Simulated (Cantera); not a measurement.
A perfectly stirred reactor is fed with 21.7 % CO, 2.06 % H₂, 16.0 % O₂, 60.2 % N₂, equivalence ratio 0.74, at 1950 Torr; it is adiabatic with a 550 K inlet, and is followed from long to short residence time, starting on the burning branch (τ in s: 0.5, 0.15, 0.046, 0.014, 0.0042, 0.0013, 0.00039, 0.00012, 3.6e-05, 1.1e-05).

Model: GRI-Mech 3.0 (53 species, 325 reactions), integrated in Cantera. The hydrogen kinetics of GRI-Mech 3.0 are dated; newer H2 mechanisms differ, most at raised pressure.

Task: Predict: blow-out, bracketed by the residence times tried; x(CO) at τ = 0.500 s; x(H₂) at τ = 0.500 s; x(O₂) at τ = 0.500 s; x(OH) at τ = 0.500 s; x(NO₂) at τ = 0.500 s; x(CO) at τ = 1.30 ms; x(H₂) at τ = 1.30 ms; x(O₂) at τ = 1.30 ms; x(OH) at τ = 1.30 ms; x(NO₂) at τ = 1.30 ms.

Result: 
```
Item                                                                            Value
------------------------------------------------  -----------------------------------
blow-out, bracketed by the residence times tried  burning at 0.120 ms, out at 36.0 µs
x(CO) at τ = 0.500 s                                                          0.00994
x(H₂) at τ = 0.500 s                                                         0.000163
x(O₂) at τ = 0.500 s                                                           0.0477
x(OH) at τ = 0.500 s                                                          0.00215
x(NO₂) at τ = 0.500 s                                                         5.77e-6
x(CO) at τ = 1.30 ms                                                           0.0394
x(H₂) at τ = 1.30 ms                                                         0.000700
x(O₂) at τ = 1.30 ms                                                           0.0628
x(OH) at τ = 1.30 ms                                                          0.00403
x(NO₂) at τ = 1.30 ms                                                         4.66e-7
```
